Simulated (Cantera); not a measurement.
Silicon oxide and oxynitride deposition: SiCl4 + N2O + N2

Charge: 1 mol SiCl4, 7.4 mol N2O, 2.3 mol N2, held at 1052 °C and 1.33 mbar.

Cantera equilibrium calculation (NASA polynomials, part measured and part estimated; ideal gas, pure solids and liquids). Candidate condensed phases: Si, SiO2, Si2N2O, Si3N4; 23 gas species. The tables hold silica as quartz up to 1696 K and as liquid above; real silica turns to tridymite and cristobalite and melts near 1996 K. Rates play no part.

The x(N2) is 0.635. The x(O2) comes out as 0.177 and the x(Cl) is 0.115. The x(Cl2) is 0.0736 and the x(NO) comes out as 0.000382. The x(ClO) is 5.56e-5, the x(O) comes out as 3.17e-6 and the n(SiO2(β-quartz)) comes out as 1.00 mol. The gas amount comes out as 15.28 mol. The log10 activity of Si(s) (absent) comes out as -22.93.
